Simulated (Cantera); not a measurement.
Feed: 1 mol Fe(CO)5, 6.1 mol CO, 47 mol N2, held at 1600 K.

Cantera equilibrium calculation (NASA polynomials, part measured and part estimated; ideal gas, pure solids and liquids). Candidate condensed phases: C, Fe, Fe(CO)5, FeO, Fe2O3, Fe3O4; 27 gas species. Iron dissolves carbon and melts from about 1420 K in contact with it, which pure phases cannot show. Condensed phases not in the tables: cementite and carbon dissolved in iron. Kinetics and transport are ignored.

**Question.** What share of the Fe ends up in condensed phases as a function of P (Pa), at 10, 68, 460, 3200, 22000, 150000, 1000000?

**Answer.** 
```csv
P (Pa),Fe condensed (%),as
10,35.6,Fe(γ)
68,90.6,Fe(γ)
460,98.6,Fe(γ)
3200,99.8,Fe(γ)
22000,100.0,Fe(γ)
150000,100.0,Fe(γ)
1000000,100.0,Fe(γ)
```
